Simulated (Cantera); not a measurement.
SrCl2 + O2 + N2 (halide evaporation, hydrolysis and transport)

Input: 1 mol SrCl2, 0.041 mol O2, 35 mol N2, equilibrated at 70.0 Pa.

Method: chemical equilibrium by Gibbs-energy minimisation in Cantera with the NASA 1993 tables (ideal gas, pure condensed phases). Candidate condensed phases: Sr, SrCl2, SrO; 16 gas species. Mutual solubility and eutectic melting of coexisting phases are not modelled. Condensed phases not in the tables: oxide chlorides. The numbers say what is thermodynamically allowed, not how fast it happens.

```tsv
T (K)	x N2	x SrCl2	x Cl	x SrCl	x Sr	x O	x O2	n SrCl2(l)	n SrO(s)
1200	0.997	0.00175	3.13e-5	6.02e-11	<1e-12	3.21e-8	0.00115	0.938	0.000551
1275	0.989	0.0102	0.000116	1.55e-9	<1e-12	1.41e-7	0.00112	0.636	0.00205
1350	0.971	0.0276	0.000276	2.09e-8	<1e-12	5.16e-7	0.00105	0	0.00498
1425	0.971	0.0275	0.000388	1.36e-7	9.97e-12	1.66e-6	0.00101	0	0.00700
1500	0.971	0.0275	0.000528	7.36e-7	2.29e-10	4.74e-6	0.000957	0	0.00950
1575	0.971	0.0274	0.000696	3.39e-6	3.92e-9	1.21e-5	0.000895	0	0.0125
1650	0.971	0.0273	0.000891	1.36e-5	5.21e-8	2.80e-5	0.000821	0	0.0158
1725	0.971	0.0272	0.00111	4.88e-5	5.59e-7	5.96e-5	0.000737	0	0.0191
1800	0.970	0.0270	0.00136	0.000157	4.96e-6	0.000117	0.000652	0	0.0213
1875	0.970	0.0267	0.00164	0.000458	3.64e-5	0.000221	0.000593	0	0.0192
1950	0.969	0.0261	0.00201	0.00118	0.000214	0.000425	0.000621	0	0.00436
2025	0.967	0.0250	0.00336	0.00199	0.000560	0.000686	0.000504	0	0
2100	0.965	0.0232	0.00570	0.00298	0.00120	0.000973	0.000343	0	0
2175	0.961	0.0208	0.00926	0.00418	0.00237	0.00125	0.000208	0	0
```
x: gas mole fraction; n: condensed amount in mol.

From 1200 K to 1275 K the condensed part is SrCl2(l) + SrO(s). From 1350 K to 1950 K the condensed part is SrO(s). From 2025 K to 2175 K nothing is condensed. The main Sr-bearing gas is SrCl2 throughout.
